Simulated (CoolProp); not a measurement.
Values from CoolProp's reference Helmholtz-energy equation of state, Zhou 2011.

**Question.** For dimethyl carbonate, give the phase and the cp (kJ/(kg K)), speed of sound (m/s) at 592.1 K and 0.125 MPa; 592.1 K and 1.38 MPa; 592.1 K and 15.2 MPa.

**Answer.** 
- 592.1 K and 0.125 MPa: gas; cp 1.85, speed of sound 238
- 592.1 K and 1.38 MPa: gas; cp 1.91, speed of sound 222
- 592.1 K and 15.2 MPa: supercritical; cp 2.75, speed of sound 349
